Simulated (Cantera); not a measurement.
Feed: 1 mol C₂F₆, 0.012 mol Si, 13 mol H₂, held at 1425 K and 0.0653 Torr.

These are equilibrium values from Cantera (NASA tables, ideal gas, pure condensed phases), not measurements of a reactor. Candidate condensed phases: C, C₆H₆, C₇H₈, C₈H₁₈, Si, SiC; 113 gas species. The feed counts by its element totals alone. The tables' values for SiF₃ are old estimates; treat these amounts as uncertain. Kinetics and transport are ignored.

Base state: H₂ 0.626, HF 0.372, SiF₄ 0.000731, H 0.000579, SiF₃ 1.88e-5 (mole fractions); condensed: C(graphite).

Task: What changes in the equilibrium state with this change: Si from 0.012 to 1.3 mol?

Result: 
```json
[
 {"species": "H₂", "before": "0.626", "after": "0.843"},
 {"species": "SiF₄", "before": "0.000731", "after": "0.0743"},
 {"species": "HF", "before": "0.372", "after": "0.0688"},
 {"species": "SiF₃", "before": "1.88e-5", "after": "0.0120"},
 {"species": "SiF₂", "before": "3.15e-7", "after": "0.00126"},
 {"species": "SiHF₃", "before": "3.42e-7", "after": "0.000253"},
 {"species": "H", "before": "0.000579", "after": "0.000671"},
 {"species": "C(graphite), mol", "before": "2.00", "after": "2.00"}
]
```
The tables' values for SiF₃, SiF₂ are old estimates; treat these amounts as uncertain.

Task: What changes in the equilibrium state with this change: temperature from 1425 K to 2823 K?

Result: 
| species | before | after |
|---|---|---|
| H | 0.000579 | 0.746 |
| HF | 0.372 | 0.133 |
| F | 5.35e-9 | 0.0710 |
| H₂ | 0.626 | 0.00616 |
| C | <1e-9 | 0.0272 |
| C₃ | <1e-9 | 0.0106 |
| Si | <1e-9 | 0.000323 |
| C₂ | <1e-9 | 0.00370 |
| CF | <1e-9 | 0.00155 |
| C(graphite), mol | 2.00 | 0 |
The tables' values for SiF, SiF₂ are old estimates; treat these amounts as uncertain.
